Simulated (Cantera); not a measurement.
**Moist CO burnout**

An isothermal, constant-pressure homogeneous reactor starts with 0.378 % CO, 5.10 % O₂, 0.0482 % H₂O, 94.5 % N₂, equivalence ratio 0.037, at 1175 K and 3.80 bar.

Computed with Cantera and GRI-Mech 3.0 (53 species, 325 reactions).

| t (s) | x CO | x O₂ | x H₂O | x NO | x OH |
|---|---|---|---|---|---|
| 0.000400 | 0.00378 | 0.0510 | 0.000482 | <1e-12 | 2.30e-10 |
| 0.000985 | 0.00378 | 0.0510 | 0.000482 | <1e-12 | 7.43e-10 |
| 0.00243 | 0.00378 | 0.0510 | 0.000482 | <1e-12 | 3.13e-9 |
| 0.00598 | 0.00378 | 0.0510 | 0.000482 | <1e-12 | 3.49e-8 |
| 0.0147 | 0.00364 | 0.0509 | 0.000480 | 1.30e-10 | 5.53e-7 |
| 0.0363 | 0.00312 | 0.0507 | 0.000480 | 2.61e-9 | 5.84e-7 |
| 0.0894 | 0.00214 | 0.0502 | 0.000481 | 1.74e-8 | 5.68e-7 |
| 0.220 | 0.000927 | 0.0497 | 0.000481 | 6.62e-8 | 5.14e-7 |
| 0.543 | 0.000176 | 0.0493 | 0.000482 | 1.38e-7 | 4.08e-7 |
| 1.34 | 9.28e-6 | 0.0492 | 0.000483 | 1.94e-7 | 2.94e-7 |
| 3.30 | 9.99e-8 | 0.0492 | 0.000483 | 2.44e-7 | 1.69e-7 |
| 8.12 | 3.27e-10 | 0.0492 | 0.000483 | 2.51e-7 | 9.21e-8 |
| 20.0 | 8.46e-11 | 0.0492 | 0.000483 | 2.52e-7 | 7.36e-8 |
x: mole fraction; the columns are a selection and need not sum to one.

Equilibrium at this temperature and pressure: CO 8.43e-11, O₂ 0.0492, H₂O 0.000483, NO 8.58e-5, OH 7.35e-8 (gas phase only).
